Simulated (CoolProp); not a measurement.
Saturation properties of methanol (Tc = 513.4 K, pc = 8.216 MPa, ω = 0.565).

The numbers come from the reference Helmholtz-energy equation of state, de Reuck 1993 in CoolProp.

```tsv
T (K)	p (MPa)	enthalpy of vaporisation (kJ/kg)	liquid cp (kJ/(kg K))
379.1	(withheld)	1006	3.235
385.1	0.5087	989.9	3.304
391	0.6031	972.7	3.376
396.9	(withheld)	954.5	3.450
402.9	0.8363	935.0	3.530
408.8	(withheld)	914.6	3.614
414.8	1.136	892.7	3.704
420.7	(withheld)	870.0	3.798
426.6	1.512	845.9	3.900
432.6	1.738	820.1	4.012
```

Task: What belongs in the gaps?

Result: 
- 379.1, p (MPa): 0.4252
- 396.9, p (MPa): 0.7111
- 408.8, p (MPa): 0.9758
- 420.7, p (MPa): 1.314

It boils at 337.6 K under 1 atm.
